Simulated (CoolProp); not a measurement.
Vapour-liquid equilibrium of R1234yf (1) + isobutane (2) at 234.3 K; x and y are mole fractions of (1).

Computed with CoolProp (multi-fluid Helmholtz-energy mixture model, Lemmon 2022 and Bücker 2006; pair parameters Bell 2016).

```
x     bubble pressure, mixture model (MPa)  bubble pressure, Raoult's law (MPa)  y, mixture model  y, Raoult's law
----  ------------------------------------  -----------------------------------  ----------------  ---------------
0.05                            (withheld)                              0.03219             0.276            0.102
0.2                             (withheld)                              0.03749             0.533            0.351
0.35                               0.06265                              0.04279             0.616            0.538
0.5                                0.06590                              0.04809             0.668            0.684
0.65                               0.06792                              0.05339             0.721            0.801
0.8                             (withheld)                              0.05869        (withheld)            0.896
0.95                               0.06721                              0.06400             0.933            0.976
```

### Question
Complete the blanks.

### Answer

- 0.05, bubble pressure, mixture model (MPa): 0.04031
- 0.2, bubble pressure, mixture model (MPa): 0.05622
- 0.8, bubble pressure, mixture model (MPa): 0.06877
- 0.8, y, mixture model: 0.799

The largest gap from Raoult's law is +50.0 % in bubble pressure, at x = 0.2. y crosses x between x = 0.65 and 0.8: the model has an azeotrope there.

The pair parameters rest on a limited set of measurements; away from them the model extrapolates.
